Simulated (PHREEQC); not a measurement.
Solution A (0.059 mol/kgw HF, 0.00027 mol/kgw NaF, 2.5e-05 mol/kgw H4SiO4 and 0.0002 mol/kgw HCl) is mixed with solution B (0.038 mol/kgw (CH3)4NCl) at 25 °C; shares are by mass of water, 1 kg in all. Oxygen alone is held at its pressure in air (log pO2 = -0.68). The system is closed to CO2. The run lets SiO2(a), Halite precipitate or redissolve, and no other solid.

Model: ion-association model, wateq4f.dat, run in PHREEQC.

Q: Predict HF (mol/kgw), H2F2 (mol/kgw) at share of solution B = 0.1, 0.4.

A: 
```json
[
 {"share of solution B": "0.1", "HF (mol/kgw)": "0.0386", "H2F2 (mol/kgw)": "0.00390"},
 {"share of solution B": "0.4", "HF (mol/kgw)": "0.0263", "H2F2 (mol/kgw)": "0.00182"}
]
```

(CH3)4N+ isn't in the database: it is added as a free cation with an ion size of 4 Å. wateq4f.dat counts part of the HF as a dimer, H2F2, which phreeqc.dat doesn't know; its constant is uncertain. SiF6-2 is the database's only silicon fluoride.
